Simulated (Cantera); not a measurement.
Input (Python, Cantera) and output of one run.

```python
import numpy as np
import cantera as ct

gas_names = """
    C CH CH2 CH3 CH2OH CH3O CH4 CH3OH CO CO2 COOH C2 C2H CHCO,ketyl C2H2,acetylene C2H2,vinylidene
    CH2CO,ketene C2H3,vinyl CH3CO,acetyl C2H4 C2H4O,ethylen CH3CHO,ethanal CH3COOH (HCOOH)2 C2H5 C2H6
    CH3OCH3 C2H5OH C2O C3 C3H3,propargyl C3H4,allene C3H4,propyne C3H4,cyclo- C3H5,allyl C3H6,propylene
    C3H6,cyclo- C3H6O C3H7,n-propyl C3H7,i-propyl C3H8 C3H8O,1propanol C3H8O,2propanol C3O2 C4 C4H2
    C4H4,1,3-cyclo- C4H6,butadiene C4H6,2-butyne C4H6,cyclo- C4H8,1-butene C4H8,cis2-buten
    C4H8,tr2-butene C4H8,isobutene C4H8,cyclo- (CH3COOH)2 C4H9,n-butyl C4H9,i-butyl C4H9,s-butyl
    C4H9,t-butyl C4H10,isobutane C4H10,n-butane C5 C5H6,1,3cyclo- C5H8,cyclo- C5H10,1-pentene
    C5H10,cyclo- C5H11,pentyl C5H11,t-pentyl C5H12,n-pentane C5H12,i-pentane CH3C(CH3)2CH3 C6H2
    C6H5,phenyl C6H5O,phenoxy C6H6 C6H5OH,phenol C6H10,cyclo- C6H12,1-hexene C6H12,cyclo- C6H13,n-hexyl
    C7H7,benzyl C7H8 C7H8O,cresol C7H14,1-heptene C7H15,n-heptyl C7H16,n-heptane C8H8,styrene
    C8H10,ethylbenz C8H16,1-octene C8H17,n-octyl C8H18,isooctane C8H18,n-octane C9H19,n-nonyl
    C10H8,naphthale C10H21,n-decyl C12H9,o-bipheny C12H10,bipheny H HCO HO2 H2 HCHO,formaldehy HCOOH H2O
    H2O2 O OH O2 O3 Ti TiO TiO2
""".split()
cond_names = """
    C(gr) C6H6(L) C7H8(L) C8H18(L),n-octa H2O(s) H2O(L) Ti(a) Ti(b) Ti(L) TiC(s) TiC(L) TiO(a) TiO(b)
    TiO(L) TiO2(ru) TiO2(L) Ti2O3(a) Ti2O3(b) Ti2O3(L) Ti3O5(a) Ti3O5(b) Ti3O5(L) Ti4O7(s) Ti4O7(L)
""".split()


def load(file, names, dense=False):
    # The tables refer to 1 bar. Condensed volumes are neglected.
    table = {s.name: s for s in ct.Species.list_from_file(file)}
    out = []
    for n in names:
        d = dict(table[n].input_data)
        d["thermo"] = dict(d["thermo"], **{"reference-pressure": 1e5})
        if dense:
            d["equation-of-state"] = {"model": "constant-volume", "density": "1e6 g/cm^3"}
        out.append(ct.Species.from_dict(d))
    return out


gas = ct.Solution(thermo="ideal-gas", species=load("nasa_gas.yaml", gas_names))
cond = {s.name: ct.Solution(thermo="fixed-stoichiometry", species=[s], name=s.name)
        for s in load("nasa_condensed.yaml", cond_names, dense=True)}
atoms = {
    'Ti(OiPr)4': {'Ti': 1, 'C': 12, 'H': 28, 'O': 4},
    'H2O': {'H': 2, 'O': 1},
}
top_T = {'C(gr)': 4500}  # K; cautious upper limits of use, not melting points


def equilibrate(T, P, feed):
    n = {}
    for name, mol in feed.items():
        for a, k in atoms[name].items():
            n[a] = n.get(a, 0.0) + k * mol
    gas.TPX = T, P, n
    mass = sum(n.values()) * gas.mean_molecular_weight
    gas.equilibrate("TP")
    valid = [c for c in cond.values() if c.min_temp <= T <= top_T.get(c.name, c.max_temp)]
    mix = ct.Mixture([(gas, mass / gas.mean_molecular_weight)] + [(c, 0.0) for c in valid])
    mix.T, mix.P = T, P
    mix.equilibrate("TP", solver="vcs", rtol=1e-11, max_steps=5000)
    return mix


results = []
feed = {'Ti(OiPr)4': 1, 'H2O': 0.11}  # mol
T = 1950  # K
P = 1333.22  # Pa
mix = equilibrate(T, P, feed)
results.append((T, P, feed, dict(zip(mix.species_names, mix.species_moles))))
x = sorted(zip(gas.X, gas.species_names), reverse=True)
print(f"T = {T:g} K  P = {P:g} Pa  gas = {mix.phase_moles(0):.4g} mol")
print("   x: " + "  ".join(f"{s} {v:.3e}" for v, s in x if v > 1e-05))
print("   condensed (mol): " + ("  ".join(f"{mix.phase(i).name} {mix.phase_moles(i):.4g}"
      for i in range(1, mix.n_phases) if mix.phase_moles(i) > 1e-12) or "none"))
```

Output:

```
T = 1950 K  P = 1333.22 Pa  gas = 18.3 mol
   x: H2 7.663e-01  CO 2.246e-01  H 8.691e-03  C2H2,acetylene 4.188e-04
   condensed (mol): C(gr) 6.875  TiC(s) 1
```

Cantera equilibrium calculation (NASA polynomials, part measured and part estimated; ideal gas, pure solids and liquids). The feed counts by its element totals alone. TiC: taken at fixed stoichiometry.
